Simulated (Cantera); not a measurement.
Feed: 1 mol Ta(OEt)5, 6 mol O2, at 1750 K and 13.3 mbar.

Cantera equilibrium calculation (NASA polynomials, part measured and part estimated; ideal gas, pure solids and liquids). Candidate condensed phases: C, C6H6, C7H8, C8H18, H2O, Ta, TaC, Ta2O5; 113 gas species. The feed counts by its element totals alone. Kinetics and transport are ignored.

Problem. What is the equilibrium state?

Solution. x(CO): 0.401
x(H2): 0.398
x(H2O): 0.156
x(CO2): 0.0435
x(H): 0.00127
x(OH): 2.93e-5
n(Ta2O5(s)): 0.500 mol
gas amount: 22.51 mol
log10 activity of C(graphite) (absent): -5.30
log10 activity of Ta(s) (absent): -7.20
log10 activity of TaC(s) (absent): -8.31
